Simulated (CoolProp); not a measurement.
Carbonyl sulfide at several states: Z from the reference equation and from simpler models built on Tc = 378.8 K, pc = 6369 kPa, ω = 0.098; each cubic takes its own stable root.

Model: reference Helmholtz-energy equation of state, Lemmon 2006, in CoolProp. It is a short technical equation, of lower accuracy than the large ones.

```csv
T (K),p (kPa),phase,reference
200.1,26.2,gas,0.9897
529.8,32.3,gas,0.9994
293.3,13300,liquid,0.3139
447.7,29.3,gas,0.9991
461.3,2470,gas,0.9279
306.5,22400,liquid,0.5086
```

Question: How far does each simpler model (van der Waals, Redlich-Kwong, Soave-Redlich-Kwong) lie from the reference over these 6 states: mean and median of the absolute difference, and the worst?

Answer: 
- van der Waals: mean 15.7 %, median 0.4 %, worst +48.4 % at 293.3 K and 13300 kPa
- Redlich-Kwong: mean 2.2 %, median 0.3 %, worst +6.6 % at 293.3 K and 13300 kPa
- Soave-Redlich-Kwong: mean 1.9 %, median 0.1 %, worst +5.7 % at 293.3 K and 13300 kPa
